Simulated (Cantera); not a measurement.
Catalytic combustion on Pt

An isothermal plug-flow reactor at 675 K and 705 Torr (inlet), inlet velocity 0.17 m/s, active area per volume 2700 1/m; feed CO : O₂ : N₂ : H₂O = 0.004 : 0.012 : 0.79 : 0.011 (molar parts), equivalence ratio 0.17.

Model: Deutschmann's 1995 Pt surface mechanism with GRI-Mech 3.0 gas chemistry, integrated in Cantera. Catalytic surfaces can have several steady states; this one follows from the mechanism file's or the stated starting coverage. Mass transfer to the wall is taken as infinitely fast.

| z (m) | x CO | x O₂ | x H₂O | x CO₂ | θ free Pt | θ O* | θ OH* | θ CO* |
|---|---|---|---|---|---|---|---|---|
| 0.00018 | 0.00252 | 0.0135 | 0.0135 | 0.00239 | 0.0733 | 0.0117 | 0.000768 | 0.914 |
| 0.00029 | 0.000559 | 0.0125 | 0.0135 | 0.00435 | 0.0237 | 0.972 | 0.00398 | 0.000799 |
| 0.00049 | 0.000382 | 0.0125 | 0.0135 | 0.00452 | 0.0179 | 0.978 | 0.00347 | 0.000308 |
| 0.00082 | 0.000249 | 0.0124 | 0.0135 | 0.00466 | 0.0156 | 0.981 | 0.00325 | 0.000152 |
| 0.0014 | 0.000136 | 0.0123 | 0.0135 | 0.00477 | 0.0142 | 0.983 | 0.00310 | 6.91e-5 |
| 0.0023 | 6.00e-5 | 0.0123 | 0.0135 | 0.00485 | 0.0135 | 0.983 | 0.00302 | 2.74e-5 |
| 0.0038 | 1.70e-5 | 0.0123 | 0.0135 | 0.00489 | 0.0131 | 0.984 | 0.00298 | 7.37e-6 |
| 0.0063 | 2.23e-6 | 0.0123 | 0.0135 | 0.00491 | 0.0130 | 0.984 | 0.00297 | 9.49e-7 |
| 0.011 | 5.07e-8 | 0.0123 | 0.0135 | 0.00491 | 0.0130 | 0.984 | 0.00297 | 2.15e-8 |
| 0.018 | 1.81e-10 | 0.0123 | 0.0135 | 0.00491 | 0.0130 | 0.984 | 0.00297 | 7.66e-11 |
x: gas mole fraction; θ: surface coverage.
